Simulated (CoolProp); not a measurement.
Values from CoolProp's reference Helmholtz-energy equation of state, McLinden 2015.

### Question
For the fluoroketone C6F12O (FK-5-1-12), give the phase and the density (kg/m³), cv (kJ/(kg K)), isothermal compressibility (1/MPa), fugacity coefficient at 330.8 K and 0.533 MPa; 359.7 K and 0.533 MPa.

### Answer
- 330.8 K and 0.533 MPa: liquid; density 1500, cv 0.908, isothermal compressibility 0.00500, fugacity coefficient 0.243
- 359.7 K and 0.533 MPa: liquid; density 1400, cv 0.935, isothermal compressibility 0.00883, fugacity coefficient 0.529
